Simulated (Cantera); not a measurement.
An adiabatic, constant-pressure homogeneous reactor starts with CO : H₂ : CH₄ : O₂ : N₂ = 1 : 1.2 : 0.07 : 1.38 : 5.18 (molar parts), equivalence ratio 0.90, at 1448 K and 0.770 bar.

Model: GRI-Mech 3.0 (53 species, 325 reactions), integrated in Cantera.

x: mole fraction; the columns are a selection and need not sum to one.

```
t (s)     T (K)    x CO    x H₂    x CH₄     x HCN   x C₂H    x CH₂    x NO₂
--------  -----  ------  ------  -------  --------  ------  -------  -------
1.00e-6    1448   0.113   0.136  0.00793    <1e-12  <1e-12   <1e-12   <1e-12
3.62e-6    1448   0.113   0.136  0.00793    <1e-12  <1e-12   <1e-12   <1e-12
1.31e-5    1448   0.113   0.136  0.00790    <1e-12  <1e-12  2.81e-9   <1e-12
4.73e-5    1936  0.0726  0.0234   <1e-12  6.53e-12  <1e-12   <1e-12        …
0.000171   2426  0.0632  0.0191   <1e-12  2.06e-11  <1e-12   <1e-12        …
0.000618   2716  0.0527  0.0133   <1e-12  2.04e-10  <1e-12   <1e-12        …
0.00224    2726  0.0519  0.0131   <1e-12  4.92e-10  <1e-12   <1e-12        …
0.00809    2721  0.0520  0.0132   <1e-12  7.16e-10  <1e-12   <1e-12  3.13e-6
0.0292     2721  0.0520  0.0132   <1e-12  7.27e-10  <1e-12   <1e-12  3.18e-6
0.106      2721  0.0520  0.0132   <1e-12  7.27e-10  <1e-12   <1e-12  3.18e-6
0.382      2721  0.0520  0.0132   <1e-12  7.27e-10  <1e-12   <1e-12  3.18e-6
1.38       2721  0.0520  0.0132   <1e-12  7.27e-10  <1e-12   <1e-12  3.18e-6
5.00       2721  0.0520  0.0132   <1e-12  7.27e-10  <1e-12   <1e-12  3.18e-6
```

Some entries are withheld; supply them.


- 4.73e-5, x NO₂: 2.18e-9
- 0.000171, x NO₂: 2.56e-8
- 0.000618, x NO₂: 4.70e-7
- 0.00224, x NO₂: 1.93e-6
